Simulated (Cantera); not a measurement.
Feed: 1 mol SiF4, 3.1 mol NH3, held at 1448.15 K and 1.33 mbar.

Equilibrium computed with Cantera from the NASA thermochemical tables; the gas is ideal and each condensed phase is pure. Candidate condensed phases: Si, Si3N4; 37 gas species. The tables' values for SiF3, SiF2 are old estimates; treat these amounts as uncertain. Equilibrium is a limit: real reactors are often held back by kinetics, nucleation or transport.

Base state: H2 0.627, N2 0.213, SiF4 0.117, HF 0.0224, SiF3 0.0179, SiF2 0.00171, SiHF3 0.00109, H 0.000200 (mole fractions); condensed: gas only.

Problem. What changes in the equilibrium state with this change: SiF4 replaced by SiHCl3?

Solution. 
| species | before | after |
|---|---|---|
| H2 | 0.627 | 0.532 |
| HCl | 0 | 0.244 |
| N2 | 0.213 | 0.157 |
| SiF4 | 0.117 | 0 |
| SiCl2 | 0 | 0.0634 |
| HF | 0.0224 | 0 |
| SiF3 | 0.0179 | 0 |
| SiCl3 | 0 | 0.00273 |
| SiF2 | 0.00171 | 0 |
| SiHF3 | 0.00109 | 0 |
| SiCl4 | 0 | 0.000431 |
| SiHCl3 | 0 | 8.05e-5 |
| Si3N4(s), mol | 0 | 0.158 |
The tables' values for SiCl3 are old estimates; treat these amounts as uncertain. Further candidate phases: NH4Cl.

Problem. What changes in the equilibrium state with this change: SiF4 replaced by SiCl4?

Solution. 
| species | before | after |
|---|---|---|
| H2 | 0.627 | 0.435 |
| HCl | 0 | 0.284 |
| N2 | 0.213 | 0.178 |
| SiF4 | 0.117 | 0 |
| SiCl2 | 0 | 0.0961 |
| HF | 0.0224 | 0 |
| SiF3 | 0.0179 | 0 |
| SiCl3 | 0 | 0.00531 |
| SiF2 | 0.00171 | 0 |
| SiHF3 | 0.00109 | 0 |
| SiCl4 | 0 | 0.00108 |
| SiHCl3 | 0 | 0.000142 |
| Si3N4(s), mol | 0 | 0.0578 |
The tables' values for SiCl3 are old estimates; treat these amounts as uncertain. Further candidate phases: NH4Cl.
